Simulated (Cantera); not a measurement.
A closed system holds: 1 mol Pb, a varied amount of CO, held at 6.00 mbar.

Cantera equilibrium calculation (NASA polynomials, part measured and part estimated; ideal gas, pure solids and liquids). Candidate condensed phases: C, Pb, PbO, PbO2, Pb3O4; 15 gas species. Rates play no part.

Problem. What condenses at these points (T in K, n(CO) in mol): (1298, 0.28); (923, 4.7); (923, 2.3); (1298, 2.3); (1223, 1.6); (1148, 2.3)?

Solution. 
| T (K) | n(CO) in mol | condensed phases | Pb condensed (%) |
|---|---|---|---|
| 1298 | 0.28 | Pb | 79.2 |
| 923 | 4.7 | C + Pb | 99.8 |
| 923 | 2.3 | C + Pb | 99.9 |
| 1298 | 2.3 | gas only | 0.0 |
| 1223 | 1.6 | Pb | 71.5 |
| 1148 | 2.3 | C + Pb | 88.7 |
